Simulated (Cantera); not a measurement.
# Ignition delay

Mixture: 18.2 % H2, 17.2 % O2, 64.6 % N2, equivalence ratio 0.53, at 1000000 Pa, adiabatic and at constant pressure. Ignition delay is the time to a rise of 400 K.

Cantera simulation using the H2/O2 subset of GRI-Mech 3.0, which has no nitrogen chemistry; the numbers are that mechanism's predictions, not measurements. The hydrogen kinetics of GRI-Mech 3.0 are dated; newer H2 mechanisms differ, most at raised pressure. Below about 950 K walls govern HO2 and H2O2 in real vessels.

| T0 (K) | delay (ms) |
|---|---|
| 900 | 159 |
| 975 | 22.1 |
| 1050 | 3.68 |
| 1125 | 0.628 |
| 1200 | 0.0687 |
| 1275 | 0.00718 |

- apparent activation energy between 1125 and 1275 K = 360 kJ/mol
